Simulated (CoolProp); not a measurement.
Vapour-liquid equilibrium of benzene (1) + m-xylene (2) at 412.7 K; x and y are mole fractions of (1).

Values from CoolProp's multi-fluid Helmholtz-energy mixture model, Thol 2012 and Zhou 2012; pair parameters Bell 2016.

```
x     bubble pressure, mixture model (kPa)  bubble pressure, Raoult's law (kPa)  y, mixture model  y, Raoult's law
----  ------------------------------------  -----------------------------------  ----------------  ---------------
0.05                                   ___                                120.9               ___            0.193
0.2                                  173.5                                175.7               ___            0.533
0.35                                 226.3                                230.5             0.688            0.711
0.5                                  279.7                                285.3             0.801            0.820
0.65                                 334.4                                340.1               ___            0.894
0.8                                    ___                                394.9             0.940            0.948
0.95                                 448.4                                449.7               ___            0.989
```

Complete the blanks.


- 0.05, bubble pressure, mixture model (kPa): 120.6
- 0.05, y, mixture model: 0.184
- 0.2, y, mixture model: 0.511
- 0.65, y, mixture model: 0.880
- 0.8, bubble pressure, mixture model (kPa): 390.6
- 0.95, y, mixture model: 0.987

The largest gap from Raoult's law is -2.0 % in bubble pressure, at x = 0.5. No azeotrope shows between x = 0.05 and 0.95.

Pair parameters are fitted to limited data, so mixtures are less certain than the pure fluids.
